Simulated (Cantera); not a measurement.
An adiabatic, constant-volume homogeneous reactor starts with CH4 : O2 : N2 = 1 : 1.11 : 6.22 (molar parts), equivalence ratio 1.8, at 1150 K and 17.0 bar. Integrator tolerance rtol = 1e-08.

Detailed kinetics in Cantera: GRI-Mech 3.0 (53 species, 325 reactions). The pressure lies above the range GRI-Mech 3.0 was tuned for (to about 10 atm).

**Question.** What does this change do: initial temperature 1150 to 1800 K?

**Answer.** 
| quantity | before | after |
|---|---|---|
| time of steepest temperature rise | 8.73 ms | 15.7 µs |
| temperature at 3.00 s | 2416 K | 2957 K |
| equilibrium temperature | 2416 K | 2957 K |
| x(CH4) at 3.00 s | 6.03e-9 (gas-phase equilibrium 6.67e-9) | 5.00e-10 (gas-phase equilibrium 5.60e-10) |
| x(O2) at 3.00 s | 4.98e-7 (gas-phase equilibrium 4.98e-7) | 6.56e-5 (gas-phase equilibrium 6.56e-5) |
| x(CH2O) at 3.00 s | 1.47e-7 (gas-phase equilibrium 1.47e-7) | 1.14e-7 (gas-phase equilibrium 1.14e-7) |
| x(OH) at 3.00 s | 0.000185 (gas-phase equilibrium 0.000185) | 0.00290 (gas-phase equilibrium 0.00290) |
| x(C2H) at 3.00 s | <1e-12 (gas-phase equilibrium <1e-12) | <1e-12 (gas-phase equilibrium <1e-12) |

**Question.** What does this change do: pressure from 17.0 bar to 1.01 bar?

**Answer.** 
```json
[
 {"quantity": "time of steepest temperature rise", "before": "8.73 ms", "after": "0.179 s"},
 {"quantity": "temperature at 3.00 s", "before": "2416 K", "after": "2394 K"},
 {"quantity": "equilibrium temperature", "before": "2416 K", "after": "2394 K"},
 {"quantity": "x(CH4) at 3.00 s", "before": "6.03e-9 (gas-phase equilibrium 6.67e-9)", "after": "2.24e-11 (gas-phase equilibrium 2.53e-11)"},
 {"quantity": "x(O2) at 3.00 s", "before": "4.98e-7 (gas-phase equilibrium 4.98e-7)", "after": "6.68e-6 (gas-phase equilibrium 6.68e-6)"},
 {"quantity": "x(CH2O) at 3.00 s", "before": "1.47e-7 (gas-phase equilibrium 1.47e-7)", "after": "8.57e-9 (gas-phase equilibrium 8.57e-9)"},
 {"quantity": "x(OH) at 3.00 s", "before": "0.000185 (gas-phase equilibrium 0.000185)", "after": "0.000664 (gas-phase equilibrium 0.000664)"},
 {"quantity": "x(C2H) at 3.00 s", "before": "<1e-12 (gas-phase equilibrium <1e-12)", "after": "<1e-12 (gas-phase equilibrium <1e-12)"}
]
```
